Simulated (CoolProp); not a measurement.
Saturation properties of toluene (Tc = 591.7 K, pc = 4.126 MPa, ω = 0.266).

Model: reference Helmholtz-energy equation of state, Lemmon 2006, in CoolProp. It is a short technical equation, of lower accuracy than the large ones.

| T (K) | p (MPa) | liquid density (kg/m³) | vapour density (kg/m³) | enthalpy of vaporisation (kJ/kg) | vapour viscosity (µPa s) |
|---|---|---|---|---|---|
| 437.1 | 0.3736 | 721.0 | 10.53 | 322.3 | 9.95 |
| 441.9 | 0.4129 | 715.4 | 11.60 | 318.4 | 10.1 |
| 446.7 | 0.4552 | 709.7 | 12.76 | 314.4 | 10.2 |
| 451.4 | 0.4998 | 704.0 | 13.99 | 310.5 | 10.3 |
| 456.2 | 0.5486 | 698.1 | 15.34 | 306.3 | 10.4 |
| 460.9 | 0.5998 | 692.2 | 16.76 | 302.1 | 10.5 |
| 465.7 | 0.6557 | 686.0 | 18.33 | 297.8 | 10.6 |
| 470.5 | 0.7155 | 679.8 | 20.01 | 293.3 | 10.7 |
| 475.2 | 0.7778 | 673.5 | 21.79 | 288.8 | 10.9 |
| 480 | 0.8456 | 667.0 | 23.74 | 284.0 | 11.0 |
| 484.7 | 0.9161 | 660.5 | 25.80 | 279.2 | 11.1 |
| 489.5 | 0.9927 | 653.7 | 28.06 | 274.2 | 11.2 |
| 494.3 | 1.074 | 646.7 | 30.50 | 269.0 | 11.4 |

It boils at 383.7 K under 1 atm.

Viscosity comes from a separate model (Avgeri 2015).
